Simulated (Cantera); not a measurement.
Charge: 1 mol Si, 0.0019 mol H2O, 14 mol N2, held at 1250 K and 0.0435 Torr.

Method: chemical equilibrium by Gibbs-energy minimisation in Cantera with the NASA 1993 tables (ideal gas, pure condensed phases). Candidate condensed phases: H2O, Si, SiO2, Si2N2O, Si3N4; 35 gas species. N2 is the only nitrogen source here; it is nearly inert below about 1500 K, so the nitride shown seldom forms there in practice. Mutual solubility and eutectic melting of coexisting phases are not modelled. Equilibrium is a limit: real reactors are often held back by kinetics, nucleation or transport.

Base state: N2 1.000, H2 0.000142 (mole fractions); condensed: Si2N2O(s) + Si3N4(s).

Q: What changes in the equilibrium state with this change: temperature from 1250 K to 2050 K?

A: 
| species | before | after |
|---|---|---|
| N2 | 1.000 | 0.933 |
| Si | 2.41e-9 | 0.0663 |
| H | 7.57e-7 | 0.000252 |
| SiN | <1e-9 | 0.000113 |
| Si2 | <1e-9 | 3.85e-5 |
| H2 | 0.000142 | 7.13e-7 |
| Si2N2O(s), mol | 0.00188 | 0 |
| Si3N4(s), mol | 0.332 | 0 |
The tables' values for SiN are old estimates; treat these amounts as uncertain.

Q: What changes in the equilibrium state with this change: temperature from 1250 K to 1850 K?

A: 
```
species          before     after
--------------  -------  --------
N2                1.000     0.934
Si              2.41e-9    0.0654
Si2               <1e-9  0.000269
SiN               <1e-9  0.000185
Si2N              <1e-9  0.000165
Si3               <1e-9   3.67e-5
Si2N2O(s), mol  0.00188         0
Si3N4(s), mol     0.332         0
```
The tables' values for SiN are old estimates; treat these amounts as uncertain.
